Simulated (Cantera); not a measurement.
Input: 1 mol Ta, 2.5 mol CH₄, 0.56 mol CO₂, at 2073.15 K and 210 Pa.

Cantera equilibrium calculation (NASA polynomials, part measured and part estimated; ideal gas, pure solids and liquids). Candidate condensed phases: C, C₆H₆, C₇H₈, C₈H₁₈, H₂O, Ta, TaC, Ta₂O₅; 113 gas species. TaC: taken at fixed stoichiometry. Condensed phases not in the tables: Ta₂C. Equilibrium is a limit: real reactors are often held back by kinetics, nucleation or transport.

Base state: H₂ 0.770, CO 0.178, H 0.0504, C₂H₂ (acetylene) 0.000945 (mole fractions); condensed: C(graphite) + TaC(s).

Q: What changes in the equilibrium state with this change: temperature from 2073.15 K to 1750 K?

A: 
| species | before | after |
|---|---|---|
| H₂ | 0.770 | 0.813 |
| CO | 0.178 | 0.183 |
| H | 0.0504 | 0.00458 |
| C₂H₂ (acetylene) | 0.000945 | 9.34e-5 |
| C(graphite), mol | 0.928 | 0.939 |
| TaC(s), mol | 1.00 | 1.00 |

Q: What changes in the equilibrium state with this change: CO₂ from 0.56 to 9.1 mol?

A: 
```csv
species,before,after
CO,0.178,0.583
H₂,0.770,0.151
H₂O,2.55e-8,0.134
CO₂,1.22e-9,0.107
H,0.0504,0.0223
TaO₂,<1e-9,8.79e-5
OH,<1e-9,0.00226
C₂H₂ (acetylene),0.000945,<1e-9
O,<1e-9,0.000240
O₂,<1e-9,9.12e-5
"C(graphite), mol",0.928,0
"TaC(s), mol",1.00,0
"Ta₂O₅(l), mol",0,0.499
```
